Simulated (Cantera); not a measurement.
A perfectly stirred reactor is fed with CH₃OH : O₂ : N₂ = 0.0049 : 0.0098 : 1 (molar parts), at 1.00 atm; it is held at 1350 K, and followed from long to short residence time.

Model: GRI-Mech 3.0 (53 species, 325 reactions), integrated in Cantera. GRI-Mech 3.0 was tuned for natural gas; its chemistry of methanol as a main component is partial and can be far from experiment.

Question: What does this change do: temperature 1350 to 1123 K?

Answer: 
```tsv
quantity	before	after
x(CH₃OH) at τ = 0.530 s	1.16e-6	6.80e-6
x(O₂) at τ = 0.530 s	0.00246	0.00259
x(CH₄) at τ = 0.530 s	9.07e-10	1.16e-8
x(NO) at τ = 0.530 s	1.01e-6	4.30e-8
x(C₂H₄) at τ = 0.530 s	<1e-12	1.07e-12
x(CH₃OH) at τ = 11.0 ms	7.49e-6	0.00315
x(O₂) at τ = 11.0 ms	0.00303	0.00877
x(CH₄) at τ = 11.0 ms	2.93e-7	2.12e-8
x(NO) at τ = 11.0 ms	1.33e-6	<1e-12
x(C₂H₄) at τ = 11.0 ms	8.37e-11	<1e-12
```

Question: What does this change do: temperature 1350 to 1450 K?

Answer: 
```csv
quantity,before,after
x(CH₃OH) at τ = 0.530 s,1.16e-6,7.04e-7
x(O₂) at τ = 0.530 s,0.00246,0.00245
x(CH₄) at τ = 0.530 s,9.07e-10,4.64e-10
x(NO) at τ = 0.530 s,1.01e-6,2.45e-6
x(C₂H₄) at τ = 0.530 s,<1e-12,<1e-12
x(CH₃OH) at τ = 11.0 ms,7.49e-6,4.49e-6
x(O₂) at τ = 11.0 ms,0.00303,0.00297
x(CH₄) at τ = 11.0 ms,2.93e-7,1.11e-7
x(NO) at τ = 11.0 ms,1.33e-6,2.70e-6
x(C₂H₄) at τ = 11.0 ms,8.37e-11,2.51e-11
```
